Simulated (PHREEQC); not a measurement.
Model water analysis in mmol/kgw, 25 °C, pH 6.14, pe 11.9:

```json
[
 {"constituent": "Na", "mmol/kgw": "0.0334"},
 {"constituent": "K", "mmol/kgw": "0.00146"},
 {"constituent": "Ca", "mmol/kgw": "0.0282"},
 {"constituent": "Mg", "mmol/kgw": "0.0361"},
 {"constituent": "Cl", "mmol/kgw": "0.0455"},
 {"constituent": "S(6)", "mmol/kgw": "0.0258"},
 {"constituent": "Alkalinity (meq/kgw)", "mmol/kgw": "0.129"},
 {"constituent": "Ba", "mmol/kgw": "0.000993"},
 {"constituent": "Cu(2)", "mmol/kgw": "3.89e-05"}
]
```

Valence states are taken as typed.

Model: ion-association model, phreeqc.dat, run in PHREEQC.

```json
{
  "ionic_strength": "0.000286 mol/kgw",
  "charge_balance_error": "-15.5 %"
}
```

```json
[
 {"species": "CO2", "molality": "0.000207", "activity": "0.000207", "log γ": "0.000"},
 {"species": "HCO3-", "molality": "0.000130", "activity": "0.000127", "log γ": "-0.008"},
 {"species": "Cl-", "molality": "4.55e-5", "activity": "4.46e-5", "log γ": "-0.008"},
 {"species": "Mg+2", "molality": "3.59e-5", "activity": "3.32e-5", "log γ": "-0.033"},
 {"species": "Na+", "molality": "3.34e-5", "activity": "3.28e-5", "log γ": "-0.008"},
 {"species": "Ca+2", "molality": "2.81e-5", "activity": "2.60e-5", "log γ": "-0.034"},
 {"species": "SO4-2", "molality": "2.55e-5", "activity": "2.36e-5", "log γ": "-0.034"},
 {"species": "K+", "molality": "1.46e-6", "activity": "1.43e-6", "log γ": "-0.008"},
 {"species": "Ba+2", "molality": "9.81e-7", "activity": "9.08e-7", "log γ": "-0.034"},
 {"species": "H+", "molality": "7.38e-7", "activity": "7.24e-7", "log γ": "-0.008"}
]
```

Precipitation was switched off in this run.
